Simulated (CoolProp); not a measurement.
Vapour-liquid equilibrium of 1-butene (1) + n-butane (2) at -78.05 °C; x and y are mole fractions of (1).

Values from CoolProp's multi-fluid Helmholtz-energy mixture model, Lemmon 2005 and Bücker 2006; pair parameters Bell 2016.

```csv
x,"bubble pressure, mixture model (kPa)","bubble pressure, Raoult's law (kPa)","y, mixture model","y, Raoult's law"
0.05,…,1.334,0.069,0.067
0.125,1.377,1.371,0.168,0.164
0.2,1.419,1.407,0.262,0.255
0.275,1.460,1.443,0.350,0.342
0.35,1.501,1.479,0.433,0.424
0.425,1.541,1.515,0.511,0.503
0.5,…,1.552,0.583,0.578
0.575,…,1.588,0.652,0.649
0.65,1.653,1.624,0.717,0.718
0.725,1.687,1.660,0.779,0.783
0.8,1.719,1.697,0.840,0.846
0.875,1.749,1.733,0.900,0.905
0.95,1.776,1.769,0.960,0.963
```

**Question.** Complete the blanks.

**Answer.** 
- 0.05, bubble pressure, mixture model (kPa): 1.337
- 0.5, bubble pressure, mixture model (kPa): 1.580
- 0.575, bubble pressure, mixture model (kPa): 1.618

The largest gap from Raoult's law is +1.9 % in bubble pressure, at x = 0.575. No azeotrope shows between x = 0.05 and 0.95.

Pair parameters are fitted to limited data, so mixtures are less certain than the pure fluids.
